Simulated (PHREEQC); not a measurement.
Dissolve 0.15 mol HCl, 0.017 mol CuSO4 and 0.038 mol Fe2(SO4)3 per kg of water at 80 °C. Closed to the air; pH follows from the charge balance.

Equilibrium calculation in PHREEQC: ion-association model, phreeqc.dat.

Problem. The ionic strength comes out as 0.281 mol/kgw. What activity coefficients do FeCl2+, FeCl+2, Cu+2, Fe+3, FeHSO4+2 get?

Solution. FeCl2+ 0.69, FeCl+2 0.23, Cu+2 0.26, Fe+3 0.091, FeHSO4+2 0.25.

Precipitation was switched off in this run. Saturation is exceeded, for instance for Hematite (slow to form), Goethite (slow to form); the values hold only as long as no solid forms. Constants without temperature data keep their 25 °C values here.
